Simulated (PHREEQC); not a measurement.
A made-up water analysis in mmol/kgw, 20 °C, pH 6.78, pe 12: Na 0.0435; K 0.0136; Ca 0.127; Mg 0.0546; Cl 0.132; S(6) 0.084; Alkalinity (meq/kgw) 0.115; Br 6.57e-05.

Valence states are taken as typed.

Equilibrium calculation in PHREEQC: ion-association model, phreeqc.dat.

No solid was allowed to form.

Question: Estimate the charge-balance error.

Answer: charge-balance error 0.6 %.

Question: In which forms is S present?

Answer: SO4-2 97 %, CaSO4 1.7 %, MgSO4 0.9 % of the S.
